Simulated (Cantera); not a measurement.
Input: 1 mol PbO, 64 mol N2, at 0.710 bar.

Equilibrium computed with Cantera from the NASA thermochemical tables; the gas is ideal and each condensed phase is pure. Candidate condensed phases: Pb, PbO, PbO2, Pb3O4; 12 gas species. Gases not in the tables: (PbO)n polymers. Equilibrium is a limit: real reactors are often held back by kinetics, nucleation or transport.

### Question
At 1248 K, list the 4 most abundant gas species with their mole fractions, and the condensed phases.

### Answer
N2 1.000, PbO 0.000248, Pb 4.24e-5, O2 1.97e-5. Condensed: PbO(l).
